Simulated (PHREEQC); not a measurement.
A solution holds 3.4 mmol/kgw HF and 0.26 mmol/kgw (NH4)2SiF6, at 25 °C. Closed to the air; pH follows from the charge balance.

All values are PHREEQC results (ion-association model, phreeqc.dat), not measurements.

This is a speciation only: nothing precipitates in the calculation.

**Question.** Predict the pH, ionic strength.

**Answer.** pH 2.92; ionic strength 0.00202 mol/kgw.

**Question.** In which forms is F present?

**Answer.** HF 44 %, SiF6-2 29 %, F- 26 % of the F.

Species that the database lacks are ignored. SiF6-2 is the database's only silicon fluoride.
